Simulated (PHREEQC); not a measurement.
Make-up at 5 °C: 0.022 mol CuSO4, 0.00037 mol HNO3 and 0.00065 mol NaCl per kg of water. Closed to the air; pH follows from the charge balance.

Model: ion-association model, wateq4f.dat, run in PHREEQC.

No solid was allowed to form.

**Question.** What pH, ionic strength does the model give?

**Answer.** pH 3.66; ionic strength 0.0583 mol/kgw.

**Question.** In which forms is Cu present?

**Answer.** Cu+2 65 %, CuSO4 35 % of the Cu.

At this temperature some constants are extrapolated from 25 °C, and those without enthalpy data are left unchanged.
